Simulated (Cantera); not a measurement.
Feed: 1 mol Si, 0.75 mol CO2, 4.5 mol N2, equilibrated at 1427 °C and 0.0120 bar.

Method: chemical equilibrium by Gibbs-energy minimisation in Cantera with the NASA 1993 tables (ideal gas, pure condensed phases). Candidate condensed phases: C, Si, SiC, SiO2, Si2N2O, Si3N4; 34 gas species. Rates play no part.

### Question
What is the equilibrium state?

### Answer
* **x(N2)**: 0.773
* **x(CO)**: 0.136
* **x(SiO)**: 0.0909
* **x(CO2)**: 8.01e-6
* **n(Si2N2O(s))**: 0.250 mol
* **gas amount**: 5.500 mol
* **log10 activity of Si(l) (absent)**: -2.02
* **log10 activity of C(graphite) (absent)**: -2.41
